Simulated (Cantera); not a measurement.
A closed system holds: 1 mol Si2Cl6, a varied amount of NH3, 0.2 mol H2, equilibrated at 0.180 bar.

Method: chemical equilibrium by Gibbs-energy minimisation in Cantera with the NASA 1993 tables (ideal gas, pure condensed phases). Candidate condensed phases: NH4Cl, Si, Si3N4; 28 gas species. The feed counts by its element totals alone. Mutual solubility and eutectic melting of coexisting phases are not modelled. The tables' values for SiCl3 are old estimates. Rates play no part.

Stable condensed phases, one row left out:

```
T in K \ n(NH3) in mol
         0.41 0.54 0.73 0.98  1.3  1.8  2.4  3.2
   2050     A    A    A    A    A    A    A    A
   1850     A    A    A    A    A    A    A    B
   1750     A    A    A    A    A    B    B    B
   1650     A    B    B    B    B    B    B    B
   1550     B    B    B    B    B    B    B    B
   1450     B    B    B    B    B    B    B    B
   1350     B    B    B    B    B    B    B    B
   1250     C    C    B    B    B    B    B    B
   1150     C    C    B    B    B    B    B    B
   1050     C    C    B    B    B    B    B    B
    950     C    C    B    B    B    B    B    B
    850     C    C    B    B    B    B    B    B
    750     C    C    B    B    B    B    B    B
```

A: gas only; B: Si3N4; C: Si + Si3N4.

Problem. Give the row for 1950 K.

Solution. 0.41: gas only; 0.54: gas only; 0.73: gas only; 0.98: gas only; 1.3: gas only; 1.8: gas only; 2.4: gas only; 3.2: gas only.
